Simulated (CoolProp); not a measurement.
Model: reference Helmholtz-energy equation of state, Platzer 1990, in CoolProp. This equation is an older, rougher fit; its heat capacities, sound speeds and derivatives of the liquid may be far off and weren't checked against measurements.

Q: Give the vapour pressure (MPa), liquid density (kg/m³), surface tension (mN/m), liquid viscosity (µPa s) of saturated c-C4F8 (RC318) at 286.6, 309.6, 318.8 K.

A: 
| T (K) | p (MPa) | liquid density (kg/m³) | surface tension (mN/m) | liquid viscosity (µPa s) |
|---|---|---|---|---|
| 286.6 | 0.212 | 1540 | 9.51 | 430 |
| 309.6 | 0.444 | 1450 | 6.90 | 307 |
| 318.8 | 0.576 | 1410 | 5.91 | 268 |

Viscosity comes from a separate model (Huber 2003), an estimate that may be off by 10 % or more. Surface tension comes from a separate correlation (Mulero 2012).
